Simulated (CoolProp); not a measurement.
Decamethylcyclopentasiloxane (D5) at 449.28 K and 0.0194 MPa is compressed adiabatically to 0.153 MPa with isentropic efficiency 0.9. Each further row changes one setting.

Model: reference Helmholtz-energy equation of state, Thol 2019, in CoolProp.

```tsv
case	work (kJ/kg)	final phase	final density (kg/m³)
as stated	18.9	two-phase, vapour fraction 0.350	42.5
efficiency 1	17.0	two-phase, vapour fraction 0.332	44.7
efficiency 0.65	26.2	two-phase, vapour fraction 0.421	35.7
```
